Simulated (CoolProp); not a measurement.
A single-stage vapour-compression cycle with vinyl chloride: evaporating at 311.15 K (dew point), condensing at 351.15 K (bubble point), superheat 8 K, subcooling 0 K, compressor efficiency 0.65, no pressure losses. Each further row changes one setting.

The numbers come from the reference Helmholtz-energy equation of state, Thol 2022 in CoolProp.

```csv
case,cooling COP,pressure ratio,discharge temperature (K),refrigerating effect (kJ/kg),volumetric capacity (kJ/m³)
as stated,___,2.60,390.5,253,3740
evaporating temperature 316.15 K,5.00,2.28,___,256,4300
condensing temperature 346.15 K,4.96,___,382.3,261,3870
subcooling 5 K,4.38,2.60,390.5,261,3870
superheat 18 K,4.23,2.60,401.2,___,3730
compressor efficiency 0.55,3.59,2.60,399.8,253,3740
```

Question: Some entries are withheld; supply them.

Answer: 
- as stated, cooling COP: 4.24
- evaporating temperature 316.15 K, discharge temperature (K): 385.9
- condensing temperature 346.15 K, pressure ratio: 2.34
- superheat 18 K, refrigerating effect (kJ/kg): 263
